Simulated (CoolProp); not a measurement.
R236FA along the isobar 4.66 MPa: density (kg/m³) from the reference equation and from simpler models built on Tc = 124.9 °C, pc = 3.191 MPa, ω = 0.377; each cubic takes its own stable root.

The numbers come from the reference Helmholtz-energy equation of state, Pan 2012 in CoolProp.

```csv
T (°C),phase,reference,van der Waals,Redlich-Kwong,Soave-Redlich-Kwong,Peng-Robinson
49.15,liquid,1301,805.1,1114,(withheld),1328
54.35,liquid,1282,795.6,1095,1156,1306
59.45,liquid,1264,786.1,1077,1136,1284
64.65,liquid,1244,776.1,1057,1115,1260
69.85,liquid,1224,765.8,1037,1093,1234
75.05,liquid,1203,755.1,1016,1070,1208
80.25,liquid,1181,744.1,994.5,1046,1180
85.35,liquid,1159,732.8,972.3,1021,1151
90.55,liquid,1135,720.9,948.8,993.6,1119
95.75,liquid,1110,708.5,924.1,964.9,1086
100.95,liquid,1083,695.4,898.2,934.3,1050
106.15,liquid,1053,681.7,870.8,901.3,(withheld)
111.35,liquid,1021,667.3,841.6,865.7,969.1
116.45,liquid,986.6,652.2,811.1,827.6,923.8
121.65,liquid,946.4,635.9,777.6,784.6,(withheld)
126.85,supercritical,899.4,618.4,741.1,736.5,815.1
```

Problem. Complete the blanks.

Solution. 
- 49.15, Soave-Redlich-Kwong: 1175
- 106.15, Peng-Robinson: 1011
- 121.65, Peng-Robinson: 872.7
